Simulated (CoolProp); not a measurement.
Model: reference Helmholtz-energy equation of state, Lemmon 2005, in CoolProp. It is a short technical equation, of lower accuracy than the large ones.

Give the vapour pressure (kPa), liquid density (kg/m³), vapour density (kg/m³), liquid cp (kJ/(kg K)) of saturated trans-2-butene at 345.5 K.


```csv
T (K),p (kPa),liquid density (kg/m³),vapour density (kg/m³),liquid cp (kJ/(kg K))
345.5,837,536,19.8,2.63
```
